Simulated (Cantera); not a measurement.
Feed: 1 mol SiC, 1.2 mol N2O, 38 mol H2, equilibrated at 1798 K and 1000 Pa.

These are equilibrium values from Cantera (NASA tables, ideal gas, pure condensed phases), not measurements of a reactor. Candidate condensed phases: C, C6H6, C7H8, C8H18, H2O, Si, SiC, SiO2, Si2N2O, Si3N4; 151 gas species. Equilibrium is a limit: real reactors are often held back by kinetics, nucleation or transport.

Base state: H2 0.937, N2 0.0296, CO 0.0148, SiO 0.0148, H 0.00341, Si 9.89e-5, HCN 7.54e-5, SiH 1.10e-5 (mole fractions); condensed: SiC(s).

Problem. What changes in the equilibrium state with this change: SiC replaced by Si?

Solution. 
```json
[
 {"species": "H2", "before": "0.937", "after": "0.937"},
 {"species": "N2", "before": "0.0296", "after": "0.0298"},
 {"species": "SiO", "before": "0.0148", "after": "0.0248"},
 {"species": "CO", "before": "0.0148", "after": "0"},
 {"species": "H2O", "before": "5.38e-7", "after": "0.00497"},
 {"species": "HCN", "before": "7.54e-5", "after": "0"},
 {"species": "SiH", "before": "1.10e-5", "after": "2.00e-9"},
 {"species": "SiC(s), mol", "before": "0.396", "after": "0"}
]
```
